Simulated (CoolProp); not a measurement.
The numbers come from the reference Helmholtz-energy equation of state, Thol 2019 in CoolProp.

Task: Give the vapour pressure (MPa), liquid density (kg/m³), vapour density (kg/m³), enthalpy of vaporisation (kJ/kg) of saturated n-pentane at 100.35, 119.15, 144.35 °C.

Result: 
```
T (°C)  p (MPa)  liquid density (kg/m³)  vapour density (kg/m³)  enthalpy of vaporisation (kJ/kg)
------  -------  ----------------------  ----------------------  --------------------------------
100.35    0.598                     537                    16.4                               296
119.15    0.892                     511                    24.7                               273
144.35     1.44                     470                    42.0                               234
```
